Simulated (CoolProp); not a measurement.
Sulfur hexafluoride at 293.15 K and 4.43 MPa flows at 0.15 m/s in a round tube of 6 mm bore and 1.5 µm roughness, fully developed (64/Re and Nu = 3.66 if laminar; Colebrook and Gnielinski if turbulent). Each further row changes one setting.

The numbers come from the reference Helmholtz-energy equation of state, Guder 2009 in CoolProp.

```json
[
 {"case": "as stated", "Reynolds number": "8900", "Darcy friction factor": "0.0322", "pressure drop (Pa/m)": "88.0", "heat-transfer coefficient (W/(m² K))": "481", "mass flow (kg/h)": "22.2"},
 {"case": "velocity 0.3 m/s", "Reynolds number": "17800", "Darcy friction factor": "0.0271", "pressure drop (Pa/m)": "297", "heat-transfer coefficient (W/(m² K))": "895", "mass flow (kg/h)": "44.5"},
 {"case": "diameter 12 mm", "Reynolds number": "17800", "Darcy friction factor": "0.0269", "pressure drop (Pa/m)": "36.7", "heat-transfer coefficient (W/(m² K))": "444", "mass flow (kg/h)": "89.0"}
]
```

Viscosity comes from a separate model (Quiñones-Cisneros 2012). Thermal conductivity comes from a separate model (Assael 2012).
